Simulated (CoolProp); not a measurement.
Vapour-liquid equilibrium of CF4 (R14) (1) + R13 (2) at 0.599 MPa; x and y are mole fractions of (1).

Computed with CoolProp (multi-fluid Helmholtz-energy mixture model, Platzer 1990 and Platzer 1990; pair parameters Bell 2016). This equation is an older, rougher fit; its heat capacities, sound speeds and derivatives of the liquid may be far off and weren't checked against measurements.

```json
[
 {"x": "0.05", "bubble temperature (K)": "224.7", "y at the bubble point": "0.265", "dew temperature at overall composition x (K)": "231.5", "liquid density (mol/L)": "13.27"},
 {"x": "0.15", "bubble temperature (K)": "211.7", "y at the bubble point": "0.585", "dew temperature at overall composition x (K)": "228.5", "liquid density (mol/L)": "13.87"},
 {"x": "0.25", "bubble temperature (K)": "202.8", "y at the bubble point": "0.742", "dew temperature at overall composition x (K)": "225.2", "liquid density (mol/L)": "14.32"},
 {"x": "0.35", "bubble temperature (K)": "196.4", "y at the bubble point": "0.827", "dew temperature at overall composition x (K)": "221.7", "liquid density (mol/L)": "14.67"},
 {"x": "0.45", "bubble temperature (K)": "191.7", "y at the bubble point": "0.879", "dew temperature at overall composition x (K)": "217.8", "liquid density (mol/L)": "14.97"},
 {"x": "0.55", "bubble temperature (K)": "188.0", "y at the bubble point": "0.914", "dew temperature at overall composition x (K)": "213.4", "liquid density (mol/L)": "15.22"},
 {"x": "0.65", "bubble temperature (K)": "184.9", "y at the bubble point": "0.940", "dew temperature at overall composition x (K)": "208.3", "liquid density (mol/L)": "15.45"},
 {"x": "0.75", "bubble temperature (K)": "182.3", "y at the bubble point": "0.960", "dew temperature at overall composition x (K)": "202.2", "liquid density (mol/L)": "15.66"},
 {"x": "0.85", "bubble temperature (K)": "179.8", "y at the bubble point": "0.977", "dew temperature at overall composition x (K)": "194.5", "liquid density (mol/L)": "15.85"},
 {"x": "0.95", "bubble temperature (K)": "177.6", "y at the bubble point": "0.993", "dew temperature at overall composition x (K)": "183.6", "liquid density (mol/L)": "16.05"}
]
```

No azeotrope shows between x = 0.05 and 0.95.

Pair parameters are fitted to limited data, so mixtures are less certain than the pure fluids.
